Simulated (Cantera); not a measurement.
Gas mixture: 22.4 % N2O, 77.6 % H2O, at 0.0260 bar, frozen composition.

Cantera's kinetic-theory transport with the Lennard-Jones parameters of GRI-Mech 3.0, ideal gas; thermal conductivity in the mixture-averaged form. Polar gases are described roughly by these parameters.

D: mixture-averaged diffusion coefficient of that species in the mixture.

```csv
T (K),ρ (kg/m³),cp (J/kg/K),μ (µPa s),λ (mW/m/K),Pr,D (cm²/s) OH,D (cm²/s) NH3,D (cm²/s) C2H2
400,0.0186,1516,___,34.0,0.705,22.1,13.0,10.7
500,0.0149,1577,___,44.3,0.703,33.1,20.4,16.4
600,0.0124,1637,___,55.2,0.700,45.7,29.3,23.1
700,0.0107,1696,___,66.7,0.697,59.9,39.6,30.6
800,0.00932,1753,___,78.6,0.693,75.5,51.3,39.0
900,0.00829,1809,___,90.8,0.689,92.4,64.2,48.1
```

### Question
Fill in the missing entries.

### Answer

- 400, μ (µPa s): 15.8
- 500, μ (µPa s): 19.8
- 600, μ (µPa s): 23.6
- 700, μ (µPa s): 27.4
- 800, μ (µPa s): 31.0
- 900, μ (µPa s): 34.6
